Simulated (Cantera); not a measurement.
A perfectly stirred reactor is fed with NO : N2 = 1 : 0.38 (molar parts), at 0.0132 atm; it is held at 1975 K, and followed from long to short residence time.

Detailed kinetics in Cantera: GRI-Mech 3.0 (53 species, 325 reactions). Radical loss at walls, strong at low pressure, is not modelled.

**Question.** What does this change do: 0.0073 parts H2O added?

**Answer.** 
```csv
quantity,before,after
x(NO) at τ = 13.0 s,0.360,0.350
x(NO2) at τ = 13.0 s,6.76e-5,6.67e-5
x(N2) at τ = 13.0 s,0.457,0.458
x(O2) at τ = 13.0 s,0.181,0.183
x(O) at τ = 13.0 s,0.00212,0.00211
x(NO) at τ = 19.0 ms,0.724,0.720
x(NO2) at τ = 19.0 ms,6.44e-6,1.66e-5
x(N2) at τ = 19.0 ms,0.275,0.274
x(O2) at τ = 19.0 ms,4.45e-5,0.000109
x(O) at τ = 19.0 ms,0.000151,4.91e-5
```
